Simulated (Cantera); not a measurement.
Charge: 1 mol CH3SiCl3, a varied amount of C3H8, 43 mol H2, equilibrated at 727 °C and 1000 Pa.

Equilibrium computed with Cantera from the NASA thermochemical tables; the gas is ideal and each condensed phase is pure. Candidate condensed phases: C, C6H6, C7H8, C8H18, Si, SiC; 109 gas species. The feed counts by its element totals alone. Rates play no part.

Task: Which condensed phases are stable at each of these points (n(C3H8) (mol)): 0.0056, 0.0083, 0.012, 0.018, 0.026, 0.039, 0.057, 0.083, 0.12, 0.18, 0.26?

Result: 
```json
[
 {"n(C3H8) (mol)": "0.0056", "condensed phases": "SiC(s)", "Si condensed (%)": "98.1"},
 {"n(C3H8) (mol)": "0.0083", "condensed phases": "C(graphite) + SiC(s)", "Si condensed (%)": "98.2"},
 {"n(C3H8) (mol)": "0.012", "condensed phases": "C(graphite) + SiC(s)", "Si condensed (%)": "98.2"},
 {"n(C3H8) (mol)": "0.018", "condensed phases": "C(graphite) + SiC(s)", "Si condensed (%)": "98.2"},
 {"n(C3H8) (mol)": "0.026", "condensed phases": "C(graphite) + SiC(s)", "Si condensed (%)": "98.2"},
 {"n(C3H8) (mol)": "0.039", "condensed phases": "C(graphite) + SiC(s)", "Si condensed (%)": "98.2"},
 {"n(C3H8) (mol)": "0.057", "condensed phases": "C(graphite) + SiC(s)", "Si condensed (%)": "98.2"},
 {"n(C3H8) (mol)": "0.083", "condensed phases": "C(graphite) + SiC(s)", "Si condensed (%)": "98.2"},
 {"n(C3H8) (mol)": "0.12", "condensed phases": "C(graphite) + SiC(s)", "Si condensed (%)": "98.3"},
 {"n(C3H8) (mol)": "0.18", "condensed phases": "C(graphite) + SiC(s)", "Si condensed (%)": "98.3"},
 {"n(C3H8) (mol)": "0.26", "condensed phases": "C(graphite) + SiC(s)", "Si condensed (%)": "98.3"}
]
```

At 0.0056 mol C3H8 the condensed part is SiC(s). From 0.0083 mol C3H8 to 0.26 mol C3H8 the condensed part is C(graphite) + SiC(s).
